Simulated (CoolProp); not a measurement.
500 sccm (0 °C, 1 atm) of nitrogen bubbles through liquid cyclopentane at 307.3 K and leaves saturated at a total pressure of 0.15 MPa (ideal gas phase). Each further row changes one setting.

Values from CoolProp's reference Helmholtz-energy equation of state, Gedanitz 2015.

| case | vapour pressure (kPa) | mole fraction of vapour | delivery (mg/min) | delivery (sccm) | change of delivery for a bath 1 K warmer (%) |
|---|---|---|---|---|---|
| as stated | 60.0 | 0.400 | 1040 | 333 | 6.4 |
| bath temperature 312.3 K | 71.8 | ? | ? | 459 | ? |
| total pressure 0.3 MPa | 60.0 | 0.200 | 391 | ? | ? |

Problem. Complete the blanks.

Solution. 
- bath temperature 312.3 K, mole fraction of vapour: 0.479
- bath temperature 312.3 K, delivery (mg/min): 1440
- bath temperature 312.3 K, change of delivery for a bath 1 K warmer (%): 7.1
- total pressure 0.3 MPa, delivery (sccm): 125
- total pressure 0.3 MPa, change of delivery for a bath 1 K warmer (%): 4.7
